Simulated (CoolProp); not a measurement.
R114 at several states: fugacity coefficient from the reference equation and from simpler models built on Tc = 420.6 K, pc = 3.352 MPa, ω = 0.252; each cubic takes its own stable root.

Model: reference Helmholtz-energy equation of state, Platzer 1990, in CoolProp. This equation is an older, rougher fit; its heat capacities, sound speeds and derivatives of the liquid may be far off and weren't checked against measurements.

```
T (K)  p (MPa)          phase  reference  van der Waals  Soave-Redlich-Kwong  Peng-Robinson
-----  -------  -------------  ---------  -------------  -------------------  -------------
419.3     12.3         liquid     0.2714         0.3336               0.2852         0.2628
327.1   0.0308            gas     0.9932         0.9951               0.9931         0.9927
396.9     5.56         liquid     0.3413         0.4236               0.3511         0.3343
372.1     11.9         liquid     0.1473         0.2425               0.1528         0.1409
468.3   0.0592            gas     0.9959         0.9960               0.9959         0.9953
445.6     4.13  supercritical     0.6679         0.6768               0.6742         0.6482
```
